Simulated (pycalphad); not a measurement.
Source of the numbers: pycalphad with the COST 507 light-alloy database (1999); pressure 1 atm. The database dates from 1999; later assessments differ in places, in temperatures and in the compounds included.

Molar enthalpy of Al-1.436Si (wt.%) in equilibrium (SER reference):

```csv
T (K),H (kJ/mol),phases
1850,58.22,LIQUID
1770,55.68,LIQUID
1690,53.15,LIQUID
1610,50.61,LIQUID
1530,48.08,LIQUID
1450,45.54,LIQUID
1370,43.01,LIQUID
1290,40.47,LIQUID
1210,37.94,LIQUID
1130,35.40,LIQUID
1050,32.87,LIQUID
970,30.34,LIQUID
930,29.07,LIQUID
890,18.31,FCC_A1 + LIQUID
850,16.01,FCC_A1
810,14.61,FCC_A1 + DIAMOND_A4
730,11.91,FCC_A1 + DIAMOND_A4
650,9.44,FCC_A1 + DIAMOND_A4
570,7.12,FCC_A1 + DIAMOND_A4
```

Cooling from 930 K to 850 K, across the freezing range, releases 13.1 kJ/mol, or 484 J/g. The slope is 32 J/(mol K) in the liquid and 35 J/(mol K) just below the solidus, where it includes any heat of precipitation. Liquidus 925 K, solidus 856 K. Changes were sought between steps of 40 K, so a narrower field can be missed.

FCC_A1 is fcc; DIAMOND_A4 is diamond (Si).
